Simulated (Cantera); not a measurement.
**SiF₄ + N₂ (silicon nitride deposition)**

Input: 1 mol SiF₄, 39 mol N₂, at 0.0405 Torr.

Method: chemical equilibrium by Gibbs-energy minimisation in Cantera with the NASA 1993 tables (ideal gas, pure condensed phases). Candidate condensed phases: Si, Si₃N₄; 16 gas species. The tables' values for SiF₃, SiF₂ are old estimates; treat these amounts as uncertain. Rates play no part.

From 500 °C to 1700 °C nothing is condensed. The main Si-bearing gas is SiF₄ throughout.

```tsv
T (°C)	x N₂	x SiF₄	x F	x SiF₃
500	0.975	0.0250	1.57e-12	<1e-12
600	0.975	0.0250	<1e-12	<1e-12
700	0.975	0.0250	1.51e-11	1.51e-11
800	0.975	0.0250	5.07e-10	5.07e-10
900	0.975	0.0250	9.35e-9	9.35e-9
1000	0.975	0.0250	1.09e-7	1.09e-7
1100	0.975	0.0250	8.88e-7	8.88e-7
1200	0.975	0.0250	5.44e-6	5.44e-6
1300	0.975	0.0250	2.64e-5	2.64e-5
1400	0.975	0.0249	0.000106	0.000106
1500	0.975	0.0246	0.000364	0.000360
1600	0.974	0.0239	0.00109	0.00106
1700	0.972	0.0222	0.00287	0.00268
```
x: gas mole fraction; nothing condenses.
